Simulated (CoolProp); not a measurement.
Vapour-liquid equilibrium of ethane (1) + C3F8 (R218) (2) at 257.7 K; x and y are mole fractions of (1).

Model: multi-fluid Helmholtz-energy mixture model, Bücker 2006 and Lemmon 2006; pair parameters Bell 2016, in CoolProp.

| x | bubble pressure (bar) | y at the bubble point | dew pressure at overall composition x (bar) | liquid density (mol/L) |
|---|---|---|---|---|
| 0.05 | 3.619 | ___ | ___ | 8.281 |
| 0.15 | 5.963 | ___ | 2.852 | 8.643 |
| 0.25 | 8.017 | 0.722 | 3.224 | 9.031 |
| 0.35 | 9.673 | ___ | ___ | 9.449 |
| 0.45 | 10.97 | 0.817 | 4.338 | 9.911 |
| 0.55 | 12.01 | 0.845 | 5.231 | 10.43 |
| 0.65 | 12.93 | 0.870 | 6.570 | 11.04 |
| 0.75 | 13.81 | 0.897 | 8.746 | 11.76 |
| 0.85 | 14.71 | 0.929 | 12.20 | ___ |
| 0.95 | 15.64 | 0.972 | ___ | ___ |

### Question
What belongs in the gaps?

### Answer

- 0.05, y at the bubble point: 0.335
- 0.05, dew pressure at overall composition x (bar): 2.554
- 0.15, y at the bubble point: 0.610
- 0.35, y at the bubble point: 0.781
- 0.35, dew pressure at overall composition x (bar): 3.701
- 0.85, liquid density (mol/L): 12.65
- 0.95, dew pressure at overall composition x (bar): 15.19
- 0.95, liquid density (mol/L): 13.76

No azeotrope shows between x = 0.05 and 0.95.

Pair parameters are fitted to limited data, so mixtures are less certain than the pure fluids.
